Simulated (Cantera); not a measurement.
Feed: 1 mol SiCl4, 6.9 mol N2, 0.21 mol Cl2, equilibrated at 602 °C and 13.3 mbar.

Method: chemical equilibrium by Gibbs-energy minimisation in Cantera with the NASA 1993 tables (ideal gas, pure condensed phases). Candidate condensed phases: Si, Si3N4; 13 gas species. Kinetics and transport are ignored.

Base state: N2 0.851, SiCl4 0.123, Cl2 0.0259, Cl 6.42e-5 (mole fractions); condensed: gas only.

Q: What changes in the equilibrium state with this change: temperature from 602 °C to 777 °C?

A: 
| species | before | after |
|---|---|---|
| N2 | 0.851 | 0.850 |
| SiCl4 | 0.123 | 0.123 |
| Cl2 | 0.0259 | 0.0253 |
| Cl | 6.42e-5 | 0.00109 |
